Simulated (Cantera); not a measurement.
Input (Python, Cantera) and output of one run.

```python
import numpy as np
import cantera as ct

gas_names = """
    C CN CO CO2 C2 CCN CNC C2N2 C2O C3 C3O2 C4 C4N2 C5 N NCO NO NO2 NO3 N2 N2O O O2 O3 Si SiC SiC2 SiN
    SiO SiO2 Si2 Si2C Si2N Si3
""".split()
cond_names = """
    C(gr) Si(cr) Si(L) SiC(b) SiO2(Lqz) SiO2(hqz) SiO2(L) Si2N2O(s) Si3N4(a)
""".split()


# ... load() reads the species with a 1 bar reference pressure and builds the phases ...
atoms = {
    'SiC': {'Si': 1, 'C': 1},
    'N2O': {'N': 2, 'O': 1},
    'N2': {'N': 2},
}
top_T = {'C(gr)': 4500, 'SiC(b)': 3050, 'Si2N2O(s)': 2100, 'Si3N4(a)': 2400}  # K; cautious upper limits of use, not melting points


# ... equilibrate(T, P, feed) seeds the gas with the atoms and calls Mixture.equilibrate('TP', solver="vcs", rtol=1e-11, max_steps=5000) ...
results = []
feed = {'SiC': 1, 'N2O': 0.85, 'N2': 9}  # mol
T = 1625  # K
P = 10000  # Pa
mix = equilibrate(T, P, feed)
results.append((T, P, feed, dict(zip(mix.species_names, mix.species_moles))))
print(gas.report(threshold=0.0001))
for i in range(1, mix.n_phases):
    print(f"{mix.phase(i).name:16s} {mix.phase_moles(i):12.5e} mol")
```

Result:

```
       temperature   1625 K
          pressure   10000 Pa
           density   0.020735 kg/m^3
  mean mol. weight   28.015 kg/kmol
   phase of matter   gas

                          1 kg             1 kmol
                     ---------------   ---------------
          enthalpy        1.3837e+06        3.8765e+07  J
   internal energy        9.0143e+05        2.5254e+07  J
           entropy            9471.1        2.6533e+05  J/K
    Gibbs function       -1.4007e+07        -3.924e+08  J
 heat capacity c_p            1254.9             35156  J/K
 heat capacity c_v            958.12             26842  J/K

                      mass frac. Y      mole frac. X     chem. pot. / RT
                     ---------------   ---------------   ---------------
                CO          0.036032          0.036038           -40.823
                N2           0.96384           0.96388           -28.601
     [  +32 minor]        0.00012932        8.2184e-05

C(gr)             6.50398e-01 mol
Si(cr)            0.00000e+00 mol
SiC(b)            0.00000e+00 mol
SiO2(hqz)         0.00000e+00 mol
Si2N2O(s)         4.99602e-01 mol
Si3N4(a)          0.00000e+00 mol
```

Cantera equilibrium calculation (NASA polynomials, part measured and part estimated; ideal gas, pure solids and liquids).
